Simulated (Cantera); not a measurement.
Charge: 1 mol Zr, 8.9 mol NH3, 450 mol H2, at 1852 °C and 1.33 mbar.

Equilibrium computed with Cantera from the NASA thermochemical tables; the gas is ideal and each condensed phase is pure. Candidate condensed phases: Zr, ZrN; 11 gas species. ZrN: taken at fixed stoichiometry. Rates play no part.

Base state: H2 0.898, H 0.0942, N2 0.00805 (mole fractions); condensed: ZrN(s).

**Question.** What changes in the equilibrium state with this change: temperature from 1852 °C to 1677 °C?

**Answer.** 
| species | before | after |
|---|---|---|
| H2 | 0.898 | 0.961 |
| H | 0.0942 | 0.0308 |
| N2 | 0.00805 | 0.00832 |
| ZrN(s), mol | 1.000 | 1.000 |

**Question.** What changes in the equilibrium state with this change: temperature from 1852 °C to 2152 °C?

**Answer.** 
```tsv
species	before	after
H2	0.898	0.610
H	0.0942	0.383
N2	0.00805	0.00696
Zr	2.93e-7	0.000253
ZrN(s), mol	1.000	0.854
```
